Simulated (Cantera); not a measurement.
Input: 1 mol CH₄, a varied amount of H₂O, equilibrated at 877 °C and 0.120 Torr.

Equilibrium computed with Cantera from the NASA thermochemical tables; the gas is ideal and each condensed phase is pure. Candidate condensed phases: C, C₆H₆, C₇H₈, C₈H₁₈, H₂O; 110 gas species. The numbers say what is thermodynamically allowed, not how fast it happens.

Q: Which condensed phases are stable at each of these points (n(H₂O) (mol)): 0.032, 0.061, 0.12, 0.22, 0.42, 0.79, 1.5?

A: 
```
n(H₂O) (mol)  condensed phases  C condensed (%)
------------  ----------------  ---------------
0.032              C(graphite)             96.8
0.061              C(graphite)             93.9
0.12               C(graphite)             88.0
0.22               C(graphite)             78.0
0.42               C(graphite)             58.0
0.79               C(graphite)             21.0
1.5                   gas only              0.0
```

From 0.032 mol H₂O to 0.79 mol H₂O the condensed part is C(graphite). At 1.5 mol H₂O nothing is condensed.
